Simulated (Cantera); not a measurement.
Feed: 1 mol Cr, 0.23 mol H₂O, equilibrated at 1675 K and 10.0 mbar.

Cantera equilibrium calculation (NASA polynomials, part measured and part estimated; ideal gas, pure solids and liquids). Candidate condensed phases: Cr, Cr₂O₃, H₂O; 13 gas species. Mutual solubility and eutectic melting of coexisting phases are not modelled. Kinetics and transport are ignored.

Question: What is the equilibrium state?

Answer: 
- x(H₂) = 0.994
- x(H₂O) = 0.00347
- x(Cr) = 0.00139
- x(H) = 0.00116
- x(CrO) = 2.11e-6
- n(Cr(s)) = 0.847 mol
- n(Cr₂O₃(s)) = 0.0764 mol
- gas amount = 0.2305 mol
